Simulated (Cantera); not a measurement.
Silicon oxide and oxynitride deposition: Si₂H₆ + H₂O

A closed system holds: 1 mol Si₂H₆, 2.4 mol H₂O, equilibrated at 5400 Pa.

These are equilibrium values from Cantera (NASA tables, ideal gas, pure condensed phases), not measurements of a reactor. Candidate condensed phases: H₂O, Si, SiO₂; 18 gas species. The feed counts by its element totals alone. Mutual solubility and eutectic melting of coexisting phases are not modelled. The tables hold silica as quartz up to 1696 K and as liquid above; real silica turns to tridymite and cristobalite and melts near 1996 K. Rates play no part.

From 550 K to 800 K the condensed part is Si(s) + SiO₂(α-quartz). From 850 K to 1200 K the condensed part is Si(s) + SiO₂(β-quartz).

```csv
T (K),x H₂,x SiO,x H,x H₂O,x SiH₄,x SiH₂,n Si(s),n SiO₂(α-quartz),n SiO₂(β-quartz)
550,1.00,<1e-12,<1e-12,<1e-12,1.91e-9,<1e-12,0.800,1.20,0
600,1.00,<1e-12,<1e-12,<1e-12,3.12e-9,<1e-12,0.800,1.20,0
650,1.00,<1e-12,<1e-12,<1e-12,4.66e-9,<1e-12,0.800,1.20,0
700,1.00,<1e-12,<1e-12,<1e-12,6.51e-9,<1e-12,0.800,1.20,0
750,1.00,<1e-12,1.36e-12,<1e-12,8.64e-9,<1e-12,0.800,1.20,0
800,1.00,<1e-12,1.25e-11,1.98e-12,1.10e-8,<1e-12,0.800,1.20,0
850,1.00,5.95e-12,8.82e-11,1.24e-11,1.36e-8,<1e-12,0.800,0,1.20
900,1.00,9.23e-11,5.03e-10,6.26e-11,1.63e-8,3.71e-12,0.800,0,1.20
950,1.00,1.07e-9,2.39e-9,2.66e-10,1.92e-8,2.03e-11,0.800,0,1.20
1000,1.00,9.64e-9,9.77e-9,9.74e-10,2.22e-8,9.37e-11,0.800,0,1.20
1050,1.00,7.03e-8,3.49e-8,3.14e-9,2.53e-8,3.74e-10,0.800,0,1.20
1100,1.000,4.27e-7,1.11e-7,9.10e-9,2.85e-8,1.32e-9,0.800,0,1.20
1150,1.000,2.21e-6,3.21e-7,2.39e-8,3.18e-8,4.15e-9,0.800,0,1.20
1200,1.000,9.93e-6,8.49e-7,5.80e-8,3.51e-8,1.19e-8,0.800,0,1.20
```
x: gas mole fraction; n: condensed amount in mol.
